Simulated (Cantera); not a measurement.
A closed system holds: 1 mol C3H6, 0.14 mol H2O, 1.9 mol N2, held at 76.0 bar.

Cantera equilibrium calculation (NASA polynomials, part measured and part estimated; ideal gas, pure solids and liquids). Candidate condensed phases: C, C6H6, C7H8, C8H18, H2O; 136 gas species. The ideal-gas law is rough above about 30 bar. Kinetics and transport are ignored.

x: gas mole fraction; n: condensed amount in mol.

```json
[
 {"T (K)": "1275", "x H2": "0.424", "x N2": "0.416", "x CH4": "0.127", "x CO": "0.0220", "x H2O": "0.00826", "n C(graphite)": "2.32"},
 {"T (K)": "1325", "x H2": "0.455", "x N2": "0.408", "x CH4": "0.106", "x CO": "0.0238", "x H2O": "0.00593", "n C(graphite)": "2.40"},
 {"T (K)": "1375", "x H2": "0.481", "x N2": "0.400", "x CH4": "…", "x CO": "0.0251", "x H2O": "…", "n C(graphite)": "2.46"},
 {"T (K)": "1425", "x H2": "0.503", "x N2": "0.394", "x CH4": "0.0724", "x CO": "0.0260", "x H2O": "0.00301", "n C(graphite)": "2.52"},
 {"T (K)": "1475", "x H2": "0.521", "x N2": "0.389", "x CH4": "0.0599", "x CO": "0.0265", "x H2O": "0.00216", "n C(graphite)": "2.58"},
 {"T (K)": "1525", "x H2": "0.535", "x N2": "0.385", "x CH4": "0.0496", "x CO": "0.0268", "x H2O": "0.00157", "n C(graphite)": "2.62"},
 {"T (K)": "1575", "x H2": "0.547", "x N2": "0.382", "x CH4": "0.0413", "x CO": "0.0270", "x H2O": "0.00115", "n C(graphite)": "2.66"},
 {"T (K)": "1625", "x H2": "0.556", "x N2": "0.379", "x CH4": "…", "x CO": "0.0271", "x H2O": "…", "n C(graphite)": "2.68"},
 {"T (K)": "1675", "x H2": "0.564", "x N2": "0.377", "x CH4": "0.0291", "x CO": "0.0272", "x H2O": "0.000648", "n C(graphite)": "2.71"},
 {"T (K)": "1725", "x H2": "0.570", "x N2": "0.375", "x CH4": "0.0246", "x CO": "0.0272", "x H2O": "0.000496", "n C(graphite)": "2.73"},
 {"T (K)": "1775", "x H2": "0.575", "x N2": "0.373", "x CH4": "0.0210", "x CO": "0.0272", "x H2O": "0.000384", "n C(graphite)": "2.74"}
]
```

Problem. Some entries are withheld; supply them.

Solution. 
- 1375, x CH4: 0.0875
- 1375, x H2O: 0.00422
- 1625, x CH4: 0.0346
- 1625, x H2O: 0.000858
